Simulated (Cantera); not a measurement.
A diamond (100) surface in a fixed gas of H2 with x(CH4) = 0.011, x(H) = 0.0051, x(CH3) = 1.9e-05, at 1148 K; coverages are run to steady state.

Detailed kinetics in Cantera: the Harris–Goodwin 1993 mechanism for the reconstructed diamond (100) surface.

One state of this run: growth (µm/h) = 0.676; θ c6HH = 0.477; θ c6H* = 0.0328; θ c6*H = 0.466; θ c6** = 0.0231; θ c6HM = 0.000652. θ: site fractions in the mechanism's names (c6HH fully hydrogenated, c6H* and c6*H radical sites, c6** diradical, c6HM methylated).

Problem. Which value of P (Pa) does it belong to?
A) 39000
B) 1100
C) 21000
D) 6500

Solution. D, 6500
